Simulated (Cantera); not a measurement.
# Chlorosilane synthesis and conversion: Si + Cl2 + H2

Charge: 1 mol Si, 2.6 mol Cl2, 8.2 mol H2, equilibrated at 12000 Pa.

These are equilibrium values from Cantera (NASA tables, ideal gas, pure condensed phases), not measurements of a reactor. Candidate condensed phases: Si; 19 gas species. The tables' values for SiCl3, SiCl are old estimates; treat these amounts as uncertain. Rates play no part.

```
T (K)  log p H2  log p HCl  log p SiCl4  log p SiCl2  log p SiCl3  log p SiHCl3  log p H  log p SiH2Cl2
-----  --------  ---------  -----------  -----------  -----------  ------------  -------  -------------
500       -1.03      -1.83        -1.91         <-12         <-12         -6.91     <-12           <-12
600       -1.03      -1.83        -1.91         <-12       -10.65         -5.67     <-12         -10.73
700       -1.03      -1.83        -1.91       -12.46        -8.45         -4.80     <-12          -8.87
800       -1.03      -1.83        -1.91        -9.65        -6.80         -4.16   -12.05          -7.50
900       -1.03      -1.83        -1.92        -7.48        -5.54         -3.67   -10.45          -6.45
1000      -1.03      -1.82        -1.93        -5.77        -4.54         -3.30    -9.16          -5.64
1100      -1.04      -1.80        -1.96        -4.42        -3.76         -3.03    -8.11          -5.02
1200      -1.04      -1.76        -2.01        -3.39        -3.17         -2.87    -7.23          -4.60
1300      -1.06      -1.68        -2.14        -2.72        -2.82         -2.87    -6.49          -4.45
1400      -1.09      -1.58        -2.39        -2.34        -2.68         -3.05    -5.86          -4.52
1500      -1.11      -1.51        -2.77        -2.14        -2.70         -3.34    -5.31          -4.72
1600      -1.12      -1.48        -3.22        -2.05        -2.83         -3.71    -4.83          -4.97
1700      -1.13      -1.46        -3.70        -2.00        -3.00         -4.08    -4.40          -5.21
```
log p: log10 of the partial pressure in bar; nothing condenses.

From 500 K to 1700 K nothing is condensed. The main Si-bearing gas is SiCl4 at 500 K and SiCl2 at 1700 K.
